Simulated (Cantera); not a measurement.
An isothermal, constant-pressure homogeneous reactor starts with NO : N2 = 1 : 0.92 (molar parts), at 1998 K and 100.0 Torr. Integrator tolerance rtol = 1e-08.

Model: GRI-Mech 3.0 (53 species, 325 reactions), integrated in Cantera.

Problem. What does this change do: temperature 1998 to 1575 K?

Solution. 
```csv
quantity,before,after
x(NO) at 2.00 s,0.289 (gas-phase equilibrium 0.00815),0.517 (gas-phase equilibrium 0.00188)
x(N2O) at 2.00 s,3.09e-5 (gas-phase equilibrium 1.62e-7),9.11e-5 (gas-phase equilibrium 3.98e-8)
x(O) at 2.00 s,0.000639 (gas-phase equilibrium 0.000918),2.37e-6 (gas-phase equilibrium 1.50e-5)
x(NO2) at 2.00 s,0.000135 (gas-phase equilibrium 5.67e-6),0.000114 (gas-phase equilibrium 3.27e-6)
x(O2) at 2.00 s,0.115 (gas-phase equilibrium 0.256),0.00158 (gas-phase equilibrium 0.259)
x(N2) at 2.00 s,0.595 (gas-phase equilibrium 0.735),0.481 (gas-phase equilibrium 0.739)
```

Problem. What does this change do: N2 0.92 to 0.27 parts?

Solution. 
```
quantity                                             before                                     after
----------------  -----------------------------------------  ----------------------------------------
x(NO) at 2.00 s       0.289 (gas-phase equilibrium 0.00815)     0.355 (gas-phase equilibrium 0.00909)
x(N2O) at 2.00 s    3.09e-5 (gas-phase equilibrium 1.62e-7)   4.32e-5 (gas-phase equilibrium 1.63e-7)
x(O) at 2.00 s    0.000639 (gas-phase equilibrium 0.000918)  0.000864 (gas-phase equilibrium 0.00113)
x(NO2) at 2.00 s   0.000135 (gas-phase equilibrium 5.67e-6)  0.000226 (gas-phase equilibrium 7.79e-6)
x(O2) at 2.00 s         0.115 (gas-phase equilibrium 0.256)       0.215 (gas-phase equilibrium 0.388)
x(N2) at 2.00 s         0.595 (gas-phase equilibrium 0.735)       0.428 (gas-phase equilibrium 0.601)
```
